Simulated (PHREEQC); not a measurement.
Make-up at 25 °C: 8.5e-05 mol/kgw CdCl2 and 0.00011 mol/kgw NaOH. Closed to the air; pH follows from the charge balance.

Model: ion-association model, phreeqc.dat, run in PHREEQC.

This is a speciation only: nothing precipitates in the calculation.

### Question
Order these Cd species by the share of Cd that they hold, largest first: CdOH+, CdOHCl, CdCl+, Cd(OH)2, Cd+2.

### Answer
Cd+2 (58 %), CdOH+ (29 %), Cd(OH)2 (9.9 %), CdOHCl (2.2 %), CdCl+ (0.86 %)

The pH is 9.81 and the ionic strength 0.000283 mol/kgw. The solution is supersaturated, for example in Cd(OH)2, so a real one may precipitate; this is no full list.
